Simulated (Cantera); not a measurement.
# Equilibrium for silicon carbide growth: CH3SiCl3 + C2H4 + H2

Input: 1 mol CH3SiCl3, 0.025 mol C2H4, 1 mol H2, equilibrated at 13.3 mbar.

Cantera equilibrium calculation (NASA polynomials, part measured and part estimated; ideal gas, pure solids and liquids). Candidate condensed phases: C, C6H6, C7H8, C8H18, Si, SiC; 109 gas species. The feed counts by its element totals alone. The tables' values for SiCl3 are old estimates; treat these amounts as uncertain. The numbers say what is thermodynamically allowed, not how fast it happens.

| T (°C) | x HCl | x H2 | x SiCl4 | x SiCl2 | x SiCl3 | n C(graphite) | n SiC(s) |
|---|---|---|---|---|---|---|---|
| 952 | 0.484 | 0.435 | 0.0719 | 0.00258 | 0.00484 | 0.356 | 0.694 |
| 977 | 0.509 | 0.417 | 0.0633 | 0.00352 | 0.00558 | 0.332 | 0.718 |
| 1002 | 0.531 | 0.401 | 0.0552 | 0.00472 | 0.00633 | 0.309 | 0.740 |
| 1027 | 0.551 | 0.386 | 0.0476 | 0.00621 | 0.00706 | 0.290 | 0.760 |
| 1052 | 0.569 | 0.373 | 0.0405 | 0.00800 | 0.00773 | 0.273 | 0.777 |
| 1077 | 0.585 | 0.361 | 0.0341 | 0.0101 | 0.00831 | 0.259 | 0.791 |
| 1102 | 0.598 | 0.351 | 0.0283 | 0.0126 | 0.00879 | 0.248 | 0.801 |
| 1127 | 0.609 | 0.343 | 0.0231 | 0.0153 | 0.00913 | 0.241 | 0.809 |
| 1152 | 0.617 | 0.336 | 0.0187 | 0.0183 | 0.00932 | 0.236 | 0.814 |
| 1177 | 0.623 | 0.331 | 0.0149 | 0.0216 | 0.00937 | 0.235 | 0.815 |
| 1202 | 0.627 | 0.327 | 0.0117 | 0.0250 | 0.00928 | 0.235 | 0.814 |
| 1227 | 0.629 | 0.324 | 0.00915 | 0.0286 | 0.00907 | 0.239 | 0.811 |
| 1252 | 0.629 | 0.322 | 0.00708 | 0.0322 | 0.00877 | 0.244 | 0.806 |
| 1277 | 0.628 | 0.322 | 0.00545 | 0.0360 | 0.00839 | 0.251 | 0.799 |
x: gas mole fraction; n: condensed amount in mol.

From 952 °C to 1277 °C the condensed part is C(graphite) + SiC(s). The main Si-bearing gas is SiCl4 at 952 °C and SiCl2 at 1277 °C. The share of Si in condensed phases is highest at 1177 °C (81.5 %) and lowest at 952 °C (69.4 %).
